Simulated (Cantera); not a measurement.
Transport properties of process gases

Gas mixture: 100 % CO, at 1.30 bar, frozen composition.

Cantera's kinetic-theory transport with the Lennard-Jones parameters of GRI-Mech 3.0, ideal gas; thermal conductivity in the mixture-averaged form.

```json
[
 {"T (K)": "400", "ρ (kg/m³)": "1.09", "cp (J/kg/K)": "1049", "μ (µPa s)": "22.0", "λ (mW/m/K)": "31.7", "Pr": "0.726", "D (cm²/s) O": "0.412", "D (cm²/s) CH3": "0.290", "D (cm²/s) CH4": "0.288"},
 {"T (K)": "650", "ρ (kg/m³)": "0.674", "cp (J/kg/K)": "1098", "μ (µPa s)": "30.7", "λ (mW/m/K)": "47.2", "Pr": "0.714", "D (cm²/s) O": "0.938", "D (cm²/s) CH3": "0.668", "D (cm²/s) CH4": "0.665"},
 {"T (K)": "900", "ρ (kg/m³)": "0.487", "cp (J/kg/K)": "1164", "μ (µPa s)": "38.1", "λ (mW/m/K)": "61.9", "Pr": "0.716", "D (cm²/s) O": "1.62", "D (cm²/s) CH3": "1.16", "D (cm²/s) CH4": "1.15"},
 {"T (K)": "1150", "ρ (kg/m³)": "0.381", "cp (J/kg/K)": "1211", "μ (µPa s)": "44.7", "λ (mW/m/K)": "75.7", "Pr": "0.715", "D (cm²/s) O": "2.43", "D (cm²/s) CH3": "1.74", "D (cm²/s) CH4": "1.74"},
 {"T (K)": "1400", "ρ (kg/m³)": "0.313", "cp (J/kg/K)": "1246", "μ (µPa s)": "50.8", "λ (mW/m/K)": "88.6", "Pr": "0.714", "D (cm²/s) O": "3.37", "D (cm²/s) CH3": "2.42", "D (cm²/s) CH4": "2.41"},
 {"T (K)": "1650", "ρ (kg/m³)": "0.265", "cp (J/kg/K)": "1271", "μ (µPa s)": "56.5", "λ (mW/m/K)": "101", "Pr": "0.713", "D (cm²/s) O": "4.43", "D (cm²/s) CH3": "3.18", "D (cm²/s) CH4": "3.16"}
]
```
D: mixture-averaged diffusion coefficient of that species in the mixture.
